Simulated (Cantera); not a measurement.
What does this Cantera script print?

```python
import numpy as np
import cantera as ct

gas_names = """
    H HNO HNO2 HNO3 HO2 H2 H2O H2O2 N NH NH2 NH3 NH2OH NO NO2 NO3 N2 N2H2 N2H4 N2O O OH O2 O3 Si SiH
    SiH2 SiH3 SiH4 SiN SiO SiO2 Si2 Si2N Si3
""".split()
cond_names = """
    H2O(s) H2O(L) Si(cr) Si(L) SiO2(Lqz) SiO2(hqz) SiO2(L) Si2N2O(s) Si3N4(a)
""".split()


# ... load() reads the species with a 1 bar reference pressure and builds the phases ...
atoms = {
    'Si': {'Si': 1},
    'H2O': {'H': 2, 'O': 1},
    'N2': {'N': 2},
}
top_T = {'Si2N2O(s)': 2100, 'Si3N4(a)': 2400}  # K; cautious upper limits of use, not melting points


# ... equilibrate(T, P, feed) seeds the gas with the atoms and calls Mixture.equilibrate('TP', solver="vcs", rtol=1e-11, max_steps=5000) ...
results = []
feed = {'Si': 1, 'H2O': 0.0026, 'N2': 12}  # mol
P = 810  # Pa
for T in [950, 1050, 1150, 1250, 1350, 1450, 1550, 1650, 1750, 1850, 1950, 2050, 2150]:
    mix = equilibrate(T, P, feed)
    results.append((T, P, feed, dict(zip(mix.species_names, mix.species_moles))))
    x = sorted(zip(gas.X, gas.species_names), reverse=True)
    print(f"T = {T:g} K  P = {P:g} Pa  gas = {mix.phase_moles(0):.4g} mol")
    print("   x: " + "  ".join(f"{s} {v:.3e}" for v, s in x if v > 1e-06))
    print("   condensed (mol): " + ("  ".join(f"{mix.phase(i).name} {mix.phase_moles(i):.4g}"
          for i in range(1, mix.n_phases) if mix.phase_moles(i) > 1e-12) or "none"))
```

Result:

```
T = 950 K  P = 810 Pa  gas = 11.34 mol
   x: N2 9.998e-01  H2 2.293e-04
   condensed (mol): Si2N2O(s) 0.0026  Si3N4(a) 0.3316
T = 1050 K  P = 810 Pa  gas = 11.34 mol
   x: N2 9.998e-01  H2 2.293e-04
   condensed (mol): Si2N2O(s) 0.0026  Si3N4(a) 0.3316
T = 1150 K  P = 810 Pa  gas = 11.34 mol
   x: N2 9.998e-01  H2 2.293e-04
   condensed (mol): Si2N2O(s) 0.0026  Si3N4(a) 0.3316
T = 1250 K  P = 810 Pa  gas = 11.34 mol
   x: N2 9.998e-01  H2 2.293e-04
   condensed (mol): Si2N2O(s) 0.0026  Si3N4(a) 0.3316
T = 1350 K  P = 810 Pa  gas = 11.34 mol
   x: N2 9.998e-01  H2 2.291e-04
   condensed (mol): Si2N2O(s) 0.002599  Si3N4(a) 0.3316
T = 1450 K  P = 810 Pa  gas = 11.34 mol
   x: N2 9.998e-01  H2 2.285e-04  SiO 3.897e-06  H 1.589e-06
   condensed (mol): Si2N2O(s) 0.002556  Si3N4(a) 0.3316
T = 1550 K  P = 810 Pa  gas = 11.34 mol
   x: N2 9.997e-01  H2 2.267e-04  SiO 8.565e-05  H 5.269e-06
   condensed (mol): Si2N2O(s) 0.001629  Si3N4(a) 0.3319
T = 1650 K  P = 810 Pa  gas = 11.34 mol
   x: N2 9.995e-01  SiO 2.293e-04  H2 2.217e-04  H 1.503e-05  Si 6.402e-06
   condensed (mol): Si3N4(a) 0.3324
T = 1750 K  P = 810 Pa  gas = 11.34 mol
   x: N2 9.994e-01  SiO 2.292e-04  H2 2.104e-04  Si 1.120e-04  H 3.748e-05  Si2N 5.339e-06  SiN 5.194e-06
   condensed (mol): Si3N4(a) 0.332
T = 1850 K  P = 810 Pa  gas = 12.02 mol
   x: N2 9.987e-01  Si 7.961e-04  SiO 2.164e-04  H2 1.762e-04  H 7.945e-05  Si2N 4.184e-05  SiN 2.746e-05  Si2 5.570e-06  Si3 1.290e-06
   condensed (mol): Si(L) 0.9863
T = 1950 K  P = 810 Pa  gas = 12.04 mol
   x: N2 9.963e-01  Si 2.940e-03  SiO 2.159e-04  H 1.504e-04  H2 1.395e-04  Si2N 1.070e-04  SiN 7.771e-05  Si2 2.693e-05  Si3 5.919e-06  SiH 2.390e-06
   condensed (mol): Si(L) 0.9576
T = 2050 K  P = 810 Pa  gas = 12.13 mol
   x: N2 9.893e-01  Si 9.541e-03  Si2N 2.483e-04  H 2.410e-04  SiO 2.144e-04  SiN 1.979e-04  Si2 1.112e-04  H2 9.141e-05  Si3 2.327e-05  SiH 4.967e-06
   condensed (mol): Si(L) 0.8697
T = 2150 K  P = 810 Pa  gas = 12.36 mol
   x: N2 9.702e-01  Si 2.771e-02  Si2N 5.277e-04  SiN 4.586e-04  Si2 4.013e-04  H 3.194e-04  SiO 2.103e-04  Si3 8.016e-05  H2 4.646e-05  SiH 8.311e-06
   condensed (mol): Si(L) 0.6231
```

Method: chemical equilibrium by Gibbs-energy minimisation in Cantera with the NASA 1993 tables (ideal gas, pure condensed phases). N2 is the only nitrogen source here; it is nearly inert below about 1500 K, so the nitride shown seldom forms there in practice. Mutual solubility and eutectic melting of coexisting phases are not modelled. The tables' values for SiN are old estimates; treat these amounts as uncertain.
